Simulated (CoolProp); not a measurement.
R1233zd(E) along the isobar 4.22 MPa: Z from the reference equation and from simpler models built on Tc = 438.9 K, pc = 3.583 MPa, ω = 0.304; each cubic takes its own stable root.

Values from CoolProp's reference Helmholtz-energy equation of state, Akasaka 2022.

| T (K) | phase | reference | van der Waals | Soave-Redlich-Kwong | Peng-Robinson |
|---|---|---|---|---|---|
| 320 | liquid | 0.1693 | 0.2786 | ? | 0.1662 |
| 336.2 | liquid | 0.1667 | 0.2732 | 0.1855 | ? |
| 352.5 | liquid | 0.1651 | 0.2694 | 0.1848 | 0.1634 |
| 368.7 | liquid | ? | 0.2675 | 0.1859 | 0.1644 |
| 385 | liquid | 0.1659 | 0.2678 | 0.1894 | 0.1676 |
| 401.2 | liquid | 0.1691 | 0.2710 | 0.1963 | ? |
| 417.5 | liquid | 0.1762 | 0.2787 | ? | 0.1868 |
| 433.7 | liquid | 0.1927 | 0.2953 | ? | 0.2144 |
| 450 | supercritical | 0.3262 | 0.3416 | 0.3789 | ? |

Question: Complete the blanks.

Answer: 
- 320, Soave-Redlich-Kwong: 0.1878
- 336.2, Peng-Robinson: 0.1641
- 368.7, reference: 0.1648
- 401.2, Peng-Robinson: 0.1742
- 417.5, Soave-Redlich-Kwong: 0.2097
- 433.7, Soave-Redlich-Kwong: 0.2384
- 450, Peng-Robinson: 0.3554
